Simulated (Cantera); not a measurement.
What does this Cantera script print?

```python
import numpy as np
import cantera as ct

gas = ct.Solution("gri30.yaml", transport_model="multicomponent")
show = ['O', 'NH3', 'H2']

rows = []
print(f"{'T/K':>7s}{'rho':>11s}{'cp':>10s}{'mu':>11s}{'lambda':>11s}{'Pr':>7s}" + "".join(f"{'D_' + s:>11s}" for s in show))
for T in [400, 500, 600, 700, 800, 900, 1000]:
    gas.TPX = T, 2666, {'N2': 0.24, 'O2': 0.45}
    Pr = gas.cp_mass * gas.viscosity / gas.thermal_conductivity
    D = [gas.mix_diff_coeffs_mole[gas.species_index(s)] for s in show]
    rows.append([gas.density, gas.cp_mass, gas.viscosity, gas.thermal_conductivity, Pr, *D])
    print(f"{T:7g}{gas.density:11.4e}{gas.cp_mass:10.1f}{gas.viscosity:11.4e}"
          f"{gas.thermal_conductivity:11.4e}{Pr:7.3f}" + "".join(f"{d:11.4e}" for d in D))
print("SI units: kg/m3, J/kg/K, Pa s, W/m/K, m2/s")
```

Output:

```
    T/K        rho        cp         mu     lambda     Pr        D_O      D_NH3       D_H2
    400 2.4539e-02     974.9 2.4492e-05 3.3535e-02  0.712 2.0522e-03 1.4604e-03 4.9397e-03
    500 1.9631e-02     998.9 2.8688e-05 4.0327e-02  0.711 3.0043e-03 2.2092e-03 7.1888e-03
    600 1.6360e-02    1025.4 3.2521e-05 4.6969e-02  0.710 4.0897e-03 3.0748e-03 9.7513e-03
    700 1.4022e-02    1051.5 3.6086e-05 5.3477e-02  0.710 5.2998e-03 4.0478e-03 1.2608e-02
    800 1.2270e-02    1075.7 3.9444e-05 5.9820e-02  0.709 6.6278e-03 5.1210e-03 1.5743e-02
    900 1.0906e-02    1097.0 4.2635e-05 6.5960e-02  0.709 8.0684e-03 6.2885e-03 1.9144e-02
   1000 9.8157e-03    1115.4 4.5688e-05 7.1887e-02  0.709 9.6169e-03 7.5456e-03 2.2800e-02
SI units: kg/m3, J/kg/K, Pa s, W/m/K, m2/s
```

Model: GRI-Mech 3.0 (53 species, 325 reactions), integrated in Cantera.
